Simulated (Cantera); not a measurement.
Input: 1 mol (CH3)2SiCl2, 0.013 mol C3H8, a varied amount of H2, held at 1725 °C and 18.0 mbar.

Cantera equilibrium calculation (NASA polynomials, part measured and part estimated; ideal gas, pure solids and liquids). Candidate condensed phases: C, C6H6, C7H8, C8H18, Si, SiC; 109 gas species. The feed counts by its element totals alone. The tables' values for SiCl, SiCl3 are old estimates; treat these amounts as uncertain. The numbers say what is thermodynamically allowed, not how fast it happens.

At 8.9 mol H2, list the 5 most abundant gas species with their mole fractions, and the condensed phases.

H2 0.838, HCl 0.145, H 0.0109, SiCl2 0.00329, Cl 0.00141. Condensed: C(graphite) + SiC(s).
